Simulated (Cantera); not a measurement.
Cantera run, input and output.

```python
import numpy as np
import cantera as ct

gas = ct.Solution("SiF4_NH3_mec.yaml", "gas")
gas.TPX = 1975, 20000, {'NH3': 1, 'N2': 22}
reactor = ct.IdealGasConstPressureReactor(gas, energy="off", clone=False)
net = ct.ReactorNet([reactor])
net.rtol, net.atol = 1e-08, 1e-18
show = ['NH3', 'H2', 'N2H4', 'NH', 'H', 'N']
times = np.geomspace(0.0004, 50, 10)

steps = ct.SolutionArray(gas, extra=["t"])
rows = []
print(f"{'t/s':>10s}{'T/K':>9s}{'P/Pa':>11s}" + "".join(f"{s:>11s}" for s in show))
for t in times:
    while net.time < t:
        t_next = net.step()
        steps.append(gas.state, t=t_next)
    rows.append([np.interp(t, steps.t, y) for y in (steps.T, steps.P, *steps(*show).X.T)])
    print(f"{t:10.3e}{rows[-1][0]:9.1f}{rows[-1][1]:11.4g}" + "".join(f"{x:11.3e}" for x in rows[-1][2:]))
rate = np.gradient(steps.T, steps.t)
print("integrator steps:", len(steps.t))
if steps.T.max() > steps.T[0] + 200:
    print(f"time of steepest temperature rise: {steps.t[rate.argmax()]:.4e} s")
gas.TPX = 1975, 20000, {'NH3': 1, 'N2': 22}
gas.equilibrate("TP")
print(f"equilibrium (TP): T = {gas.T:.1f} K  " + "  ".join(f"{s} {gas[s].X[0]:.3e}" for s in show))
```

Result:

```
       t/s      T/K       P/Pa        NH3         H2       N2H4         NH          H          N
 4.000e-04   1975.0      2e+04  4.342e-02  2.838e-05  3.422e-10  2.147e-07  4.020e-07  9.240e-10
 1.474e-03   1975.0      2e+04  4.325e-02  1.522e-04  3.836e-09  1.563e-06  9.655e-07  1.057e-08
 5.429e-03   1975.0      2e+04  4.239e-02  1.296e-03  8.614e-09  3.635e-06  4.265e-06  7.297e-08
 2.000e-02   1975.0      2e+04  3.916e-02  5.994e-03  5.283e-09  5.108e-06  1.266e-05  3.080e-07
 7.368e-02   1975.0      2e+04  2.940e-02  2.008e-02  2.393e-09  5.777e-06  3.537e-05  7.214e-07
 2.714e-01   1975.0      2e+04  1.124e-02  4.622e-02  4.960e-10  4.206e-06  9.488e-05  8.747e-07
 1.000e+00   1975.0      2e+04  5.826e-04  6.150e-02  6.893e-12  1.243e-06  2.856e-04  6.478e-07
 3.684e+00   1975.0      2e+04  2.615e-06  6.209e-02  9.770e-16  3.988e-08  7.642e-04  5.568e-08
 1.357e+01   1975.0      2e+04  3.872e-07  6.209e-02  2.161e-17  5.958e-09  7.674e-04  8.353e-09
 5.000e+01   1975.0      2e+04  1.062e-07  6.209e-02  1.628e-18  1.635e-09  7.674e-04  2.292e-09
integrator steps: 1753
equilibrium (TP): T = 1975.0 K  NH3 6.254e-08  H2 6.209e-02  N2H4 5.655e-19  NH 9.624e-10  H 7.674e-04  N 1.349e-09
```

Model: the gas-phase N/H chemistry of the illustrative SiF4/NH3 mechanism in the Surface Chemkin manual (1991), integrated in Cantera. Walls and surfaces, which speed up NH3 decomposition in real reactors, are not modelled.
